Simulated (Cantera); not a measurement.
Feed: 1 mol Fe3O4, 4 mol CO, at 0.0133 bar.

Method: chemical equilibrium by Gibbs-energy minimisation in Cantera with the NASA 1993 tables (ideal gas, pure condensed phases). Candidate condensed phases: C, Fe, Fe(CO)5, FeO, Fe2O3, Fe3O4; 15 gas species. The tables' stoichiometric FeO is somewhat more stable than real wüstite, so its field is too wide. FeO: taken at fixed stoichiometry. Equilibrium is a limit: real reactors are often held back by kinetics, nucleation or transport.

Task: What share of the Fe ends up in condensed phases as a function of T (K), at 1625, 1725, 1825, 1925, 2025, 2125, 2225, 2325?

Result: 
```json
[
 {"T (K)": "1625", "Fe condensed (%)": "100.0", "as": "FeO(s)"},
 {"T (K)": "1725", "Fe condensed (%)": "100.0", "as": "FeO(l)"},
 {"T (K)": "1825", "Fe condensed (%)": "99.9", "as": "FeO(l)"},
 {"T (K)": "1925", "Fe condensed (%)": "99.5", "as": "FeO(l)"},
 {"T (K)": "2025", "Fe condensed (%)": "98.6", "as": "FeO(l)"},
 {"T (K)": "2125", "Fe condensed (%)": "96.3", "as": "FeO(l)"},
 {"T (K)": "2225", "Fe condensed (%)": "91.8", "as": "FeO(l)"},
 {"T (K)": "2325", "Fe condensed (%)": "83.5", "as": "FeO(l)"}
]
```
